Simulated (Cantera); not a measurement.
Cantera run, input and output.

```python
import numpy as np
import cantera as ct

surf = ct.Interface("ptcombust.yaml", "Pt_surf")
gas = surf.adjacent["gas"]
gas.TPX = 925, 24000, {'CH4': 0.0022, 'O2': 0.011, 'N2': 0.79}
surf.TP = 925, 24000
reactor = ct.FlowReactor(gas, clone=False)
reactor.area = 0.0001  # m2
reactor.surface_area_to_volume_ratio = 270  # 1/m
reactor.mass_flow_rate = 3.7 * reactor.area * gas.density  # inlet velocity 3.7 m/s
reactor.energy_enabled = False
wall = ct.ReactorSurface(surf, reactor, clone=False)
net = ct.ReactorNet([reactor])
net.rtol, net.atol = 1e-8, 1e-16
show, cover = ['CH4', 'O2', 'H2O', 'CO2', 'CO'], ['PT(S)', 'H(S)', 'O(S)', 'OH(S)', 'CO(S)', 'C(S)']

rows = []
print(f"{'z/m':>9s}{'u/(m/s)':>9s}" + "".join(f"{s:>13s}" for s in show + cover))
for z in [0.00064, 0.0011, 0.0018, 0.003, 0.0049, 0.0082, 0.014, 0.023, 0.038, 0.064]:
    net.advance(z)
    rows.append([reactor.speed, *gas[show].X, *surf[cover].coverages])
    print(f"{z:9.4g}{rows[-1][0]:9.3g}" + "".join(f"{x:13.4e}" for x in rows[-1][1:]))
```

Output:

```
      z/m  u/(m/s)          CH4           O2          H2O          CO2           CO        PT(S)         H(S)         O(S)        OH(S)        CO(S)         C(S)
  0.00064      3.7   2.7177e-03   1.3653e-02   4.2749e-05   2.0316e-05   1.0578e-06   2.9529e-01   1.6743e-08   7.0458e-01   1.2622e-04   6.1868e-06   2.6229e-08
   0.0011      3.7   2.7024e-03   1.3623e-02   7.3307e-05   3.5367e-05   1.2858e-06   2.9540e-01   1.9368e-08   7.0444e-01   1.4608e-04   6.2518e-06   2.6111e-08
   0.0018      3.7   2.6793e-03   1.3576e-02   1.1953e-04   5.8377e-05   1.3864e-06   2.9557e-01   2.2775e-08   7.0426e-01   1.7182e-04   6.2520e-06   2.5927e-08
    0.003      3.7   2.6400e-03   1.3498e-02   1.9798e-04   9.7590e-05   1.3977e-06   2.9583e-01   2.7627e-08   7.0395e-01   2.0837e-04   6.1881e-06   2.5611e-08
   0.0049      3.7   2.5789e-03   1.3376e-02   3.2017e-04   1.5871e-04   1.3695e-06   2.9625e-01   3.3866e-08   7.0349e-01   2.5513e-04   6.0697e-06   2.5117e-08
   0.0082      3.7   2.4757e-03   1.3169e-02   5.2662e-04   2.6199e-04   1.3172e-06   2.9698e-01   4.2465e-08   7.0269e-01   3.1905e-04   5.8663e-06   2.4275e-08
    0.014      3.7   2.3029e-03   1.2824e-02   8.7221e-04   4.3486e-04   1.2291e-06   2.9824e-01   5.4100e-08   7.0135e-01   4.0429e-04   5.5205e-06   2.2844e-08
    0.023      3.7   2.0554e-03   1.2329e-02   1.3669e-03   6.8233e-04   1.1023e-06   3.0010e-01   6.7777e-08   6.9939e-01   5.0223e-04   5.0127e-06   2.0743e-08
    0.038      3.7   1.6948e-03   1.1608e-02   2.0881e-03   1.0430e-03   9.1538e-07   3.0296e-01   8.4610e-08   6.9641e-01   6.1871e-04   4.2424e-06   1.7555e-08
    0.064      3.7   1.2019e-03   1.0622e-02   3.0735e-03   1.5360e-03   6.5597e-07   3.0715e-01   1.0469e-07   6.9209e-01   7.5073e-04   3.1245e-06   1.2929e-08
```

Computed with Cantera and Deutschmann's 1995 Pt surface mechanism with GRI-Mech 3.0 gas chemistry. Catalytic surfaces can have several steady states; this one follows from the mechanism file's or the stated starting coverage. Mass transfer to the wall is taken as infinitely fast.
